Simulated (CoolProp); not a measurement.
Vapour-liquid equilibrium of carbon dioxide (1) + sulfur dioxide (2) at 232.4 K; x and y are mole fractions of (1).

Computed with CoolProp (multi-fluid Helmholtz-energy mixture model, Span 1996 and Gao 2016; pair parameters Bell 2016).

```tsv
x	bubble pressure (MPa)	y at the bubble point	dew pressure at overall composition x (MPa)	liquid density (mol/L)
0.05	0.08413	0.762	0.02174	24.16
0.125	0.1772	0.893	0.02358	24.34
0.2	0.2660	0.933	0.02577	24.51
0.275	0.3492	0.952	0.02840	24.68
0.35	0.4261	0.963	0.03163	24.84
0.425	0.4968	0.971	0.03569	24.99
0.5	0.5619	0.976	0.04093	25.13
0.575	0.6226	0.980	0.04798	25.25
0.65	0.6804	0.984	0.05796	25.36
0.725	0.7372	0.987	0.07317	25.44
0.8	0.7953	0.990	0.09920	25.49
0.875	0.8572	0.994	0.1539	25.51
0.95	0.9258	0.997	0.3392	25.48
```

No azeotrope shows between x = 0.05 and 0.95.

Pair parameters are fitted to limited data, so mixtures are less certain than the pure fluids.
